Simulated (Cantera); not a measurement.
What does this Cantera script print?

```python
import numpy as np
import cantera as ct

gas_names = """
    CL CL2 H HCL H2 Si SiCL SiCL2 SiCL3 SiCL4 SiH SiHCL3 SiH2 SiH2CL2 SiH3 SiH3CL SiH4 Si2 Si3
""".split()
cond_names = """
    Si(cr) Si(L)
""".split()


# ... load() reads the species with a 1 bar reference pressure and builds the phases ...
atoms = {
    'SiCl4': {'Si': 1, 'CL': 4},
    'Cl2': {'CL': 2},
    'H2': {'H': 2},
    'HCl': {'H': 1, 'CL': 1},
}
top_T = {}  # K; cautious upper limits of use, not melting points


# ... equilibrate(T, P, feed) seeds the gas with the atoms and calls Mixture.equilibrate('TP', solver="vcs", rtol=1e-11, max_steps=5000) ...
results = []
feed = {'SiCl4': 1, 'Cl2': 0.58, 'H2': 20, 'HCl': 3.3}  # mol
P = 350000  # Pa
for T in [898, 948, 998, 1048, 1098, 1148, 1198, 1248, 1298, 1348, 1398, 1448, 1498, 1548]:
    mix = equilibrate(T, P, feed)
    results.append((T, P, feed, dict(zip(mix.species_names, mix.species_moles))))

top = {s: max(r[3][s] / sum(r[3][g] for g in gas_names) for r in results) for s in gas_names}
cols = sorted((s for s in top if top[s] > 1e-05), key=lambda s: -top[s])[:5]
seen = [c for c in cond_names if any(r[3].get(c, 0) > 1e-12 for r in results)]
print("log10 of partial pressures in bar; condensed amounts in mol")
print(f"{'T/K':>10s}" + "".join(f"{s[:9]:>10s}" for s in cols + seen))
for T, P, feed, n in results:
    ng = sum(n[g] for g in gas_names)
    print(f"{T:10.4g}" + "".join(f"{np.log10(max(n[s] / ng * P / 1e5, 1e-99)):10.3f}" for s in cols)
          + "".join(f"{n.get(c, 0):10.4g}" for c in seen))
```

It prints:

```
log10 of partial pressures in bar; condensed amounts in mol
       T/K        H2       HCL     SiCL4     SiCL2    SiHCL3
       898     0.436    -0.201    -0.857    -8.234    -2.775
       948     0.436    -0.201    -0.860    -7.319    -2.570
       998     0.436    -0.200    -0.865    -6.500    -2.388
      1048     0.435    -0.198    -0.871    -5.764    -2.227
      1098     0.435    -0.197    -0.879    -5.101    -2.085
      1148     0.435    -0.194    -0.890    -4.501    -1.959
      1198     0.434    -0.192    -0.903    -3.959    -1.848
      1248     0.433    -0.188    -0.921    -3.469    -1.753
      1298     0.432    -0.184    -0.944    -3.027    -1.674
      1348     0.431    -0.178    -0.975    -2.632    -1.613
      1398     0.429    -0.170    -1.017    -2.284    -1.571
      1448     0.426    -0.160    -1.072    -1.984    -1.553
      1498     0.423    -0.148    -1.145    -1.733    -1.562
      1548     0.420    -0.135    -1.239    -1.529    -1.597
```

Equilibrium computed with Cantera from the NASA thermochemical tables; the gas is ideal and each condensed phase is pure. The tables' values for SiCl3 are old estimates; treat these amounts as uncertain.
